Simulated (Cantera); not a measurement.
An adiabatic, constant-pressure homogeneous reactor starts with CH₃OH : O₂ : N₂ = 1 : 0.75 : 9 (molar parts), equivalence ratio 2.0, at 1198 K and 10500 Torr. Integrator tolerance rtol = 1e-08.

Cantera simulation using GRI-Mech 3.0 (53 species, 325 reactions); the numbers are that mechanism's predictions, not measurements. GRI-Mech 3.0 was tuned for natural gas; its chemistry of methanol as a main component is partial and can be far from experiment. The pressure lies above the range GRI-Mech 3.0 was tuned for (to about 10 atm).

```json
[
 {"quantity": "time of steepest temperature rise", "before": "1.40 ms", "after": "0.971 ms"},
 {"quantity": "temperature at 0.100 s", "before": "1832 K", "after": "1832 K"},
 {"quantity": "equilibrium temperature", "before": "1832 K", "after": "1832 K"},
 {"quantity": "x(CH₃OH) at 0.100 s", "before": "2.18e-11 (gas-phase equilibrium 4.65e-12)", "after": "9.90e-11 (gas-phase equilibrium 1.37e-11)"},
 {"quantity": "x(O₂) at 0.100 s", "before": "9.05e-10 (gas-phase equilibrium 9.06e-10)", "after": "5.28e-10 (gas-phase equilibrium 5.29e-10)"},
 {"quantity": "x(C₂H₄) at 0.100 s", "before": "1.34e-12 (gas-phase equilibrium <1e-12)", "after": "9.62e-12 (gas-phase equilibrium <1e-12)"},
 {"quantity": "x(H) at 0.100 s", "before": "3.19e-5 (gas-phase equilibrium 3.19e-5)", "after": "2.44e-5 (gas-phase equilibrium 2.44e-5)"},
 {"quantity": "x(CH₂) at 0.100 s", "before": "<1e-12 (gas-phase equilibrium <1e-12)", "after": "1.65e-12 (gas-phase equilibrium <1e-12)"},
 {"quantity": "x(HO₂) at 0.100 s", "before": "1.40e-12 (gas-phase equilibrium 1.40e-12)", "after": "1.07e-12 (gas-phase equilibrium 1.07e-12)"},
 {"quantity": "x(NO) at 0.100 s", "before": "7.53e-8 (gas-phase equilibrium 2.97e-7)", "after": "2.36e-8 (gas-phase equilibrium 2.27e-7)"}
]
```

Problem. Which change was made?
A) initial temperature 1198 to 950 K
B) constant volume in place of constant pressure
C) pressure from 10500 Torr to 18000 Torr
D) initial temperature 1198 to 1500 K

Solution. C, pressure from 10500 Torr to 18000 Torr
